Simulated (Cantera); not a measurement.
Mixture: 5.16 % CH4, 0.247 % C2H6, 1.29 % C3H8, 19.6 % O2, 73.7 % N2, equivalence ratio 0.90, at 23.0 bar, adiabatic and at constant volume. Ignition delay is the time to a rise of 400 K.

Computed with Cantera and GRI-Mech 3.0 (53 species, 325 reactions). GRI-Mech 3.0 was tuned for natural gas; its chemistry of propane as a main component is partial and can be far from experiment. The pressure lies above the range GRI-Mech 3.0 was tuned for (to about 10 atm).

Question: Predict: delay at 1000 K; delay at 1075 K; delay at 1150 K; delay at 1225 K; delay at 1300 K; delay at 1375 K; delay at 1450 K; apparent activation energy between 1300 and 1450 K.

Answer: 
```
Item                                                    Result
--------------------------------------------------  ----------
delay at 1000 K                                        13.2 ms
delay at 1075 K                                        4.08 ms
delay at 1150 K                                        1.41 ms
delay at 1225 K                                       0.505 ms
delay at 1300 K                                       0.185 ms
delay at 1375 K                                        71.4 µs
delay at 1450 K                                        29.7 µs
apparent activation energy between 1300 and 1450 K  190 kJ/mol
```
